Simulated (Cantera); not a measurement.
Mixture: CH3OH : O2 : N2 = 1 : 1.36 : 8.4 (molar parts), at 3.20 bar, adiabatic and at constant volume. Ignition delay is the time to a rise of 400 K.

Cantera simulation using GRI-Mech 3.0 (53 species, 325 reactions); the numbers are that mechanism's predictions, not measurements. GRI-Mech 3.0 was tuned for natural gas; its chemistry of methanol as a main component is partial and can be far from experiment.

Predict: delay at 1275 K; delay at 1475 K; delay at 1675 K; delay at 1875 K; apparent activation energy between 1775 and 1975 K.


```json
{
 "delay at 1275 K": "1.19 ms",
 "delay at 1475 K": "0.105 ms",
 "delay at 1675 K": "19.6 µs",
 "delay at 1875 K": "5.69 µs",
 "apparent activation energy between 1775 and 1975 K": "160 kJ/mol"
}
```
